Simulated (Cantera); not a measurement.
A Cantera script and what it prints.

```python
import numpy as np
import cantera as ct

gas_names = """
    Cu CuF CuF2 Cu2 F F2 H HF H2 H2F2 H3F3 H4F4 H5F5 H6F6 H7F7 N NF NF2 NF3 NH NH2 NH3 N2 N2H2 N2H4
""".split()
cond_names = """
    Cu(cr) Cu(L) CuF2(s) CuF2(L)
""".split()


# ... load() reads the species with a 1 bar reference pressure and builds the phases ...
atoms = {
    'Cu': {'Cu': 1},
    'HF': {'H': 1, 'F': 1},
    'N2': {'N': 2},
}
top_T = {}  # K; cautious upper limits of use, not melting points


# ... equilibrate(T, P, feed) seeds the gas with the atoms and calls Mixture.equilibrate('TP', solver="vcs", rtol=1e-11, max_steps=5000) ...
results = []
feed = {'Cu': 1, 'HF': 1.8, 'N2': 13}  # mol
T = 1075  # K
P = 100000  # Pa
mix = equilibrate(T, P, feed)
results.append((T, P, feed, dict(zip(mix.species_names, mix.species_moles))))
x = sorted(zip(gas.X, gas.species_names), reverse=True)
print(f"T = {T:g} K  P = {P:g} Pa  gas = {mix.phase_moles(0):.4g} mol")
print("   x: " + "  ".join(f"{s} {v:.3e}" for v, s in x if v > 0.001))
print("   condensed (mol): " + ("  ".join(f"{mix.phase(i).name} {mix.phase_moles(i):.4g}"
      for i in range(1, mix.n_phases) if mix.phase_moles(i) > 1e-12) or "none"))
```

Result:

```
T = 1075 K  P = 100000 Pa  gas = 14.8 mol
   x: N2 8.784e-01  HF 1.216e-01
   condensed (mol): Cu(cr) 1
```

Cantera equilibrium calculation (NASA polynomials, part measured and part estimated; ideal gas, pure solids and liquids).
